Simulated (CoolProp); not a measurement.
Vapour-liquid equilibrium of methanol (1) + acetone (2) at 17.1 bar; x and y are mole fractions of (1).

Computed with CoolProp (multi-fluid Helmholtz-energy mixture model, de Reuck 1993 and Lemmon 2006; pair parameters Bell 2016).

```csv
x,"bubble temperature, mixture model (°C)","bubble temperature, Raoult's law (°C)","y, mixture model","y, Raoult's law"
0.05,169.7,170.7,0.071,0.065
0.15,166.5,169.0,0.197,0.189
0.25,163.9,167.4,0.309,0.304
0.35,161.9,166.0,0.409,0.412
0.45,160.4,164.7,0.501,0.515
0.55,159.3,163.4,0.588,0.612
0.65,158.6,162.3,0.672,0.704
0.75,158.2,161.2,0.758,0.793
0.85,158.1,160.2,0.847,0.878
0.95,158.4,159.2,0.946,0.960
```

The largest gap from Raoult's law is -4.3 K in bubble temperature, at x = 0.45. y crosses x between x = 0.75 and 0.85: the model has an azeotrope there.

The pair parameters rest on a limited set of measurements; away from them the model extrapolates.
